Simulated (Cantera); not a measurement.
Charge: 1 mol Fe₃O₄, 0.81 mol C, 0.083 mol CO, held at 4.35 Torr.

Method: chemical equilibrium by Gibbs-energy minimisation in Cantera with the NASA 1993 tables (ideal gas, pure condensed phases). Candidate condensed phases: C, Fe, Fe(CO)₅, FeO, Fe₂O₃, Fe₃O₄; 15 gas species. The tables' stoichiometric FeO is somewhat more stable than real wüstite, so its field is too wide. FeO: taken at fixed stoichiometry. Equilibrium is a limit: real reactors are often held back by kinetics, nucleation or transport.

Task: Which condensed phases are stable at each of these points (T (K)): 1100, 1200, 1300, 1400, 1500, 1600, 1700, 1800, 1900, 2000, 2100, 2200?

Result: 
```
T (K)  condensed phases  Fe condensed (%)
-----  ----------------  ----------------
1100             FeO(s)             100.0
1200             FeO(s)             100.0
1300             FeO(s)             100.0
1400             FeO(s)             100.0
1500             FeO(s)             100.0
1600             FeO(s)             100.0
1700             FeO(l)             100.0
1800             FeO(l)              99.9
1900             FeO(l)              99.8
2000             FeO(l)              99.3
2100             FeO(l)              98.4
2200             FeO(l)              96.6
```

From 1100 K to 1600 K the condensed part is FeO(s). From 1700 K to 2200 K the condensed part is FeO(l).
